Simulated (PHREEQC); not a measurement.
Solution (25 °C): 0.008 mol/kgw HF, 0.039 mol/kgw (CH3)4NF and 1.3e-06 mol/kgw H4SiO4. Closed to the air; pH follows from the charge balance.

All values are PHREEQC results (ion-association model, phreeqc.dat), not measurements.

Each row changes one thing in this solution. Precipitation was switched off in this run.

```tsv
case	pH	ionic strength (mol/kgw)	F- (mol/kgw)	HF (mol/kgw)	HF2- (mol/kgw)
as made	3.84	0.0392	0.0382	0.00683	0.001000
HF from 0.008 to 0.08 mol/kgw	2.76	0.0410	0.0324	0.0693	0.00862
HF left out	7.83	0.0390	0.0390	7.13e-7	1.07e-7
diluted 5-fold with water	3.88	0.00794	0.00790	0.00141	4.28e-5
HF from 0.008 to 0.016 mol/kgw	3.53	0.0394	0.0374	0.0137	0.00196
temperature from 25 to 55 °C	4.08	0.0391	0.0380	0.00677	0.00112
H4SiO4 left out	3.84	0.0392	0.0382	0.00683	0.00100
```

Complexes and solids missing from the database can't appear. (CH3)4N+ isn't in the database: it is added as a free cation with an ion size of 4 Å. Constants without temperature data keep their 25 °C values here. SiF6-2 is the database's only silicon fluoride.
